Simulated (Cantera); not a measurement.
A Cantera script and its output.

```python
import numpy as np
import cantera as ct

gas = ct.Solution("gri30.yaml")
gas.TPX = 425, 101325, {'CH4': 1, 'O2': 2, 'N2': 7.52}
inlet = ct.Reservoir(gas, clone=True)
gas.equilibrate("HP")  # start burning
reactor = ct.IdealGasConstPressureReactor(gas, energy="on", clone=False)
exhaust = ct.Reservoir(gas, clone=True)
tau = [0.18, 0.061, 0.021, 0.0075, 0.0026, 0.00092, 0.00032, 0.00011, 3.9e-05, 1.4e-05, 4.8e-06][0]
for a, b in ((inlet, reactor), (reactor, exhaust)):
    ct.MassFlowController(a, b, mdot=lambda t: reactor.mass / tau)
net = ct.ReactorNet([reactor])
show = ['CH4', 'O2', 'C2H6', 'CH2', 'H2']

rows = []
print(f"{'tau/s':>10s}{'T/K':>9s}" + "".join(f"{s:>11s}" for s in show))
for tau in [0.18, 0.061, 0.021, 0.0075, 0.0026, 0.00092, 0.00032, 0.00011, 3.9e-05, 1.4e-05, 4.8e-06]:
    net.initial_time = 0.0
    net.advance(30 * tau)
    before = gas.X
    net.advance(40 * tau)
    drift = np.max(np.abs(gas.X - before) / (gas.X + 1e-9))
    rows.append([gas.T, *gas[show].X, drift])
    print(f"{tau:10.3e}{gas.T:9.1f}" + "".join(f"{x:11.3e}" for x in gas[show].X))
```

It prints:

```
     tau/s      T/K        CH4         O2       C2H6        CH2         H2
 1.800e-01   2279.4  1.800e-06  6.569e-03  5.998e-13  8.382e-08  4.803e-03
 6.100e-02   2267.4  4.623e-06  7.451e-03  3.899e-12  2.194e-07  5.258e-03
 2.100e-02   2241.4  1.070e-05  8.972e-03  2.029e-11  5.071e-07  6.218e-03
 7.500e-03   2198.3  2.261e-05  1.118e-02  8.490e-11  1.010e-06  7.778e-03
 2.600e-03   2135.4  4.854e-05  1.415e-02  3.517e-10  1.861e-06  9.987e-03
 9.200e-04   2058.8  1.082e-04  1.760e-02  1.551e-09  3.252e-06  1.249e-02
 3.200e-04   1970.7  2.717e-04  2.184e-02  9.018e-09  5.925e-06  1.498e-02
 1.100e-04   1870.0  8.600e-04  2.882e-02  9.854e-08  1.283e-05  1.708e-02
 3.900e-05    425.0  9.506e-02  1.901e-01 -5.162e-17  4.586e-33 -9.280e-16
 1.400e-05    425.0  9.506e-02  1.901e-01  7.950e-19 -4.902e-33  1.429e-17
 4.800e-06    425.0  9.506e-02  1.901e-01  4.643e-21  3.997e-36  8.348e-20
```

Computed with Cantera and GRI-Mech 3.0 (53 species, 325 reactions).
